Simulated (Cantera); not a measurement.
A closed system holds: 1 mol Cr, 1.5 mol N₂O, 27 mol N₂, at 61.0 mbar.

These are equilibrium values from Cantera (NASA tables, ideal gas, pure condensed phases), not measurements of a reactor. Candidate condensed phases: Cr, CrN, Cr₂N, Cr₂O₃; 14 gas species. The numbers say what is thermodynamically allowed, not how fast it happens.

Question: What share of the Cr ends up in condensed phases as a function of T (K), at 2073, 2148, 2223, 2298, 2373, 2448, 2523, 2598, 2673?

Answer: 
| T (K) | Cr condensed (%) | as |
|---|---|---|
| 2073 | 99.5 | Cr₂O₃(s) |
| 2148 | 98.6 | Cr₂O₃(s) |
| 2223 | 96.1 | Cr₂O₃(s) |
| 2298 | 89.5 | Cr₂O₃(s) |
| 2373 | 73.1 | Cr₂O₃(s) |
| 2448 | 34.1 | Cr₂O₃(s) |
| 2523 | 0.0 | - |
| 2598 | 0.0 | - |
| 2673 | 0.0 | - |
